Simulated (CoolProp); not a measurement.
Vapour-liquid equilibrium of R125 (1) + fluoroethane (R161) (2) at 11.1 bar; x and y are mole fractions of (1).

The numbers come from the multi-fluid Helmholtz-energy mixture model, Lemmon 2005 and Wu 2012; pair parameters Bell 2016 in CoolProp.

```csv
x,"bubble temperature, mixture model (K)","bubble temperature, Raoult's law (K)","y, mixture model","y, Raoult's law"
0.05,304.3,304.1,[?],0.072
0.2,301.9,301.5,[?],0.271
0.35,299.1,299.1,0.434,0.445
0.5,296.4,296.8,[?],0.599
0.65,[?],294.7,0.722,0.735
0.8,[?],292.7,[?],0.857
0.95,[?],290.8,[?],0.966
```

**Question.** Complete the blanks.

**Answer.** 
- 0.05, y, mixture model: 0.063
- 0.2, y, mixture model: 0.256
- 0.5, y, mixture model: 0.590
- 0.65, bubble temperature, mixture model (K): 294.0
- 0.8, bubble temperature, mixture model (K): 292.0
- 0.8, y, mixture model: 0.841
- 0.95, bubble temperature, mixture model (K): 290.5
- 0.95, y, mixture model: 0.958

The largest gap from Raoult's law is -0.7 K in bubble temperature, at x = 0.65. No azeotrope shows between x = 0.05 and 0.95.

Pair parameters are fitted to limited data, so mixtures are less certain than the pure fluids. The gap from Raoult's law changes sign with composition, which may be real or a fault of the pair parameters; it wasn't checked against measurements.
